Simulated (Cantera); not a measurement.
Predominance diagram of Zr at 1427 °C against the partial pressures of O2 and N2 (log10, bar). Source: NASA polynomial tables (part measured, part estimated), evaluated in Cantera. Candidates: Zr(β), ZrN(s), ZrO2(tetragonal). Only these pure phases compete in this equilibrium. ZrN: taken at fixed stoichiometry.

```
log p(N2) \ log p(O2)
        columns: -19, -18.1, -17.2, -16.3, -15.4, -14.5, -13.5, -12.6, -11.7, -10.8, -9.9, -9, -8.1, -7.2, -6.3, -5.4, -4.5, -3.5, -2.6, -1.7, -0.8, 0.1, 1
      1  A A A B B B B B B B B B B B B B B B B B B B B
      0  A A B B B B B B B B B B B B B B B B B B B B B
     -1  A A B B B B B B B B B B B B B B B B B B B B B
     -2  A B B B B B B B B B B B B B B B B B B B B B B
     -3  B B B B B B B B B B B B B B B B B B B B B B B
     -4  B B B B B B B B B B B B B B B B B B B B B B B
     -5  B B B B B B B B B B B B B B B B B B B B B B B
     -6  B B B B B B B B B B B B B B B B B B B B B B B
     -7  B B B B B B B B B B B B B B B B B B B B B B B
     -8  B B B B B B B B B B B B B B B B B B B B B B B
     -9  B B B B B B B B B B B B B B B B B B B B B B B
    -10  B B B B B B B B B B B B B B B B B B B B B B B
    -11  B B B B B B B B B B B B B B B B B B B B B B B
    -12  B B B B B B B B B B B B B B B B B B B B B B B
    -13  B B B B B B B B B B B B B B B B B B B B B B B
```

A: ZrN(s); B: ZrO2(tetragonal).
